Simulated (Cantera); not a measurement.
An isothermal, constant-pressure homogeneous reactor starts with H2 : O2 : N2 = 0.012 : 1 : 0.13 (molar parts), at 1125 K and 1.65 Torr.

Model: GRI-Mech 3.0 (53 species, 325 reactions), integrated in Cantera. Radical loss at walls, strong at low pressure, is not modelled.

Question: Predict: x(H2) at 3.00 s; x(O2) at 3.00 s; x(H2O) at 3.00 s; x(H) at 3.00 s; x(O) at 3.00 s.

Answer: 
```json
{
 "x(H2) at 3.00 s": "2.96e-5 (gas-phase equilibrium 5.84e-10)",
 "x(O2) at 3.00 s": "0.870 (gas-phase equilibrium 0.875)",
 "x(H2O) at 3.00 s": "0.0101 (gas-phase equilibrium 0.0106)",
 "x(H) at 3.00 s": "0.000266 (gas-phase equilibrium 2.30e-11)",
 "x(O) at 3.00 s": "0.00478 (gas-phase equilibrium 9.26e-8)"
}
```
